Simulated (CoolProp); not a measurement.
The fluid at 298.15 K and 5.64 MPa flows at 2.6 m/s in a round tube of 25 mm bore and 0.25 µm roughness, fully developed (64/Re and Nu = 3.66 if laminar; Colebrook and Gnielinski if turbulent). The same conditions are run with several fluids, on thermodynamics alone (safety and materials aside).

Model: reference Helmholtz-energy equation of state of each fluid (water: Wagner 2002; R125: Lemmon 2005; R236FA: Pan 2012; sulfur hexafluoride: Guder 2009; R143a: Lemmon and Jacobsen 2000), in CoolProp.

### Question
Rank water, R125, R236FA, sulfur hexafluoride, R143a by Reynolds number, highest first.

### Answer
sulfur hexafluoride (655000), R143a (516000), R125 (496000), R236FA (285000), water (73100)

| fluid | Darcy friction factor | pressure drop (Pa/m) | heat-transfer coefficient (W/(m² K)) | mass flow (kg/h) |
|---|---|---|---|---|
| water | 0.0193 | 2600 | 10500 | 4590 |
| R125 | 0.0133 | 2240 | 4270 | 5710 |
| R236FA | 0.0147 | 2750 | 3890 | 6360 |
| sulfur hexafluoride | 0.0127 | 2480 | 4430 | 6630 |
| R143a | 0.0132 | 1730 | 4470 | 4450 |

Transport values come from each fluid's own correlations; those of R236FA, R143a are estimates that may be off by 10 % or more.
